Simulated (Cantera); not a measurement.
An adiabatic, constant-pressure homogeneous reactor starts with CH₄ : O₂ : N₂ = 1 : 1.67 : 6.27 (molar parts), equivalence ratio 1.2, at 1473 K and 1.30 bar. Integrator tolerance rtol = 1e-08.

Model: GRI-Mech 3.0 (53 species, 325 reactions), integrated in Cantera.

Task: What does this change do: initial temperature 1473 to 1598 K?

Result: 
| quantity | before | after |
|---|---|---|
| time of steepest temperature rise | 1.38 ms | 0.412 ms |
| temperature at 9.00 s | 2766 K | 2812 K |
| equilibrium temperature | 2766 K | 2812 K |
| x(CH₄) at 9.00 s | <1e-12 (gas-phase equilibrium <1e-12) | <1e-12 (gas-phase equilibrium <1e-12) |
| x(O₂) at 9.00 s | 0.00687 (gas-phase equilibrium 0.00687) | 0.00821 (gas-phase equilibrium 0.00821) |
| x(CO₂) at 9.00 s | 0.0438 (gas-phase equilibrium 0.0438) | 0.0409 (gas-phase equilibrium 0.0409) |
| x(C₂H₂) at 9.00 s | <1e-12 (gas-phase equilibrium <1e-12) | <1e-12 (gas-phase equilibrium <1e-12) |
| x(HO₂) at 9.00 s | 2.80e-6 (gas-phase equilibrium 2.80e-6) | 3.47e-6 (gas-phase equilibrium 3.47e-6) |

Task: What does this change do: pressure from 1.30 bar to 0.360 bar?

Result: 
```csv
quantity,before,after
time of steepest temperature rise,1.38 ms,3.62 ms
temperature at 9.00 s,2766 K,2673 K
equilibrium temperature,2766 K,2673 K
x(CH₄) at 9.00 s,<1e-12 (gas-phase equilibrium <1e-12),<1e-12 (gas-phase equilibrium <1e-12)
x(O₂) at 9.00 s,0.00687 (gas-phase equilibrium 0.00687),0.00909 (gas-phase equilibrium 0.00909)
x(CO₂) at 9.00 s,0.0438 (gas-phase equilibrium 0.0438),0.0413 (gas-phase equilibrium 0.0413)
x(C₂H₂) at 9.00 s,<1e-12 (gas-phase equilibrium <1e-12),<1e-12 (gas-phase equilibrium <1e-12)
x(HO₂) at 9.00 s,2.80e-6 (gas-phase equilibrium 2.80e-6),2.00e-6 (gas-phase equilibrium 2.00e-6)
```

Task: What does this change do: pressure from 1.30 bar to 1.80 bar?

Result: 
```
quantity                                                            before                                    after
---------------------------------  ---------------------------------------  ---------------------------------------
time of steepest temperature rise                                  1.38 ms                                  1.08 ms
temperature at 9.00 s                                               2766 K                                   2789 K
equilibrium temperature                                             2766 K                                   2789 K
x(CH₄) at 9.00 s                     <1e-12 (gas-phase equilibrium <1e-12)    <1e-12 (gas-phase equilibrium <1e-12)
x(O₂) at 9.00 s                    0.00687 (gas-phase equilibrium 0.00687)  0.00632 (gas-phase equilibrium 0.00632)
x(CO₂) at 9.00 s                     0.0438 (gas-phase equilibrium 0.0438)    0.0445 (gas-phase equilibrium 0.0445)
x(C₂H₂) at 9.00 s                    <1e-12 (gas-phase equilibrium <1e-12)    <1e-12 (gas-phase equilibrium <1e-12)
x(HO₂) at 9.00 s                   2.80e-6 (gas-phase equilibrium 2.80e-6)  3.01e-6 (gas-phase equilibrium 3.01e-6)
```
